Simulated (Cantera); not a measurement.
A perfectly stirred reactor is fed with CH₄ : CO₂ = 1 : 1.6 (molar parts), at 16500 Torr; it is held at 1625 K, and followed from long to short residence time.

Model: GRI-Mech 3.0 (53 species, 325 reactions), integrated in Cantera. The pressure lies above the range GRI-Mech 3.0 was tuned for (to about 10 atm).

Task: What does this change do: temperature 1625 to 1825 K?

Result: 
```csv
quantity,before,after
x(CH₄) at τ = 1.10 s,0.0673,0.0105
x(CO₂) at τ = 1.10 s,0.118,0.0445
x(CO) at τ = 1.10 s,0.438,0.520
x(CH₂O) at τ = 1.10 s,1.92e-6,1.80e-6
x(H₂O) at τ = 1.10 s,0.156,0.105
x(CH₄) at τ = 79.0 ms,0.0933,0.0287
x(CO₂) at τ = 79.0 ms,0.233,0.0779
x(CO) at τ = 79.0 ms,0.285,0.469
x(CH₂O) at τ = 79.0 ms,5.02e-6,2.92e-6
x(H₂O) at τ = 79.0 ms,0.194,0.151
```
